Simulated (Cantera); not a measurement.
Input: 1 mol CS₂, 3.9 mol O₂, 6.8 mol N₂, 5.2 mol H₂O, held at 1.33 mbar.

Cantera equilibrium calculation (NASA polynomials, part measured and part estimated; ideal gas, pure solids and liquids). Candidate condensed phases: C, C₆H₆, C₇H₈, C₈H₁₈, H₂O, H₂SO₄, S; 150 gas species. Kinetics and transport are ignored. All values below are at 1527 °C.

Base state: N₂ 0.425, H₂O 0.321, SO₂ 0.125, CO₂ 0.0612, O₂ 0.0560, OH 0.00465, H₂ 0.00200, NO 0.00158 (mole fractions); condensed: gas only.

Task: What changes in the equilibrium state with this change: CS₂ replaced by SF₆?

Result: 
| species | before | after |
|---|---|---|
| N₂ | 0.425 | 0.331 |
| HF | 0 | 0.293 |
| O₂ | 0.0560 | 0.212 |
| H₂O | 0.321 | 0.105 |
| CO₂ | 0.0612 | 0 |
| SO₂ | 0.125 | 0.0489 |
| CO | 0.00146 | 0 |
| F | 0 | 2.61e-5 |
